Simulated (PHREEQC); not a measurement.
Dissolve 0.0011 mol/kgw Cu(BF4)2 and 0.073 mol/kgw H3BO3 at 25 °C. Closed to the air; pH follows from the charge balance.

Computed with PHREEQC (ion-association model, phreeqc.dat).

No solid was allowed to form.

Problem. Order these F species by the share of F that they hold, largest first: F-, BF4-, BF3OH-, BF2(OH)2-, HF.

Solution. BF4- (46 %), BF2(OH)2- (21 %), BF3OH- (17 %), HF (8.3 %), F- (7.0 %)

The pH is 3.07 and the ionic strength 0.00418 mol/kgw. Real BF4- forms and hydrolyses slowly; the run takes it at equilibrium.
